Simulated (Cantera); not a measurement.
**Premixed flame**

A freely propagating, adiabatic, planar premixed flame of H2 : O2 : N2 : H2O = 1 : 0.5 : 1.88 : 0.37 (molar parts), equivalence ratio 1.0, unburnt at 573 K and 0.630 bar; mixture-averaged transport, grid criteria slope 0.08 and curve 0.16, no radiation.

Cantera simulation using the H2/O2 subset of GRI-Mech 3.0, which has no nitrogen chemistry; the numbers are that mechanism's predictions, not measurements. Burning velocities carry a grid error of a few per cent, more on coarse grids.

| z (mm) | T (K) | u (m/s) | x H2 | x O2 | x H2O | x HO2 | x O | x H |
|---|---|---|---|---|---|---|---|---|
| -2.36 | 573 | 5.60 | 0.267 | 0.133 | 0.0987 | <1e-8 | <1e-8 | <1e-8 |
| -1.58 | 573 | 5.60 | 0.267 | 0.133 | 0.0987 | <1e-8 | <1e-8 | <1e-8 |
| -1.18 | 573 | 5.60 | 0.267 | 0.133 | 0.0987 | <1e-8 | <1e-8 | <1e-8 |
| -0.788 | 573 | 5.60 | 0.267 | 0.133 | 0.0987 | 1.28e-7 | <1e-8 | <1e-8 |
| -0.394 | 580 | 5.64 | 0.263 | 0.134 | 0.0994 | 0.000127 | 2.32e-6 | 2.97e-5 |
| -0.197 | 738 | 7.03 | 0.237 | 0.131 | 0.115 | 0.000247 | 0.000151 | 0.00266 |
| 0 | 1153 | 10.6 | 0.151 | 0.0994 | 0.189 | 9.08e-5 | 0.00340 | 0.0249 |
| 0.197 | 1460 | 13.3 | 0.0696 | 0.0481 | 0.283 | 3.45e-5 | 0.00855 | 0.0454 |
| 0.394 | 1606 | 14.5 | 0.0500 | 0.0317 | 0.312 | 1.98e-5 | 0.00928 | 0.0434 |
| 0.788 | 1755 | 15.7 | 0.0460 | 0.0258 | 0.326 | 1.34e-5 | 0.00805 | 0.0332 |
| 1.58 | 1901 | 16.8 | 0.0424 | 0.0216 | 0.339 | 9.08e-6 | 0.00610 | 0.0228 |
| 3.15 | 2036 | 17.8 | 0.0369 | 0.0174 | 0.354 | 5.83e-6 | 0.00416 | 0.0144 |
| 6.30 | 2150 | 18.7 | 0.0302 | 0.0136 | 0.368 | 3.60e-6 | 0.00258 | 0.00838 |
x: mole fraction of selected species; z is measured from the peak of heat release.

- laminar burning velocity: 560 cm/s
- thermal thickness: 0.788 mm
- peak x(HO2): 0.000313
- peak x(O): 0.00932
- peak x(H): 0.0461
- grid points: 126
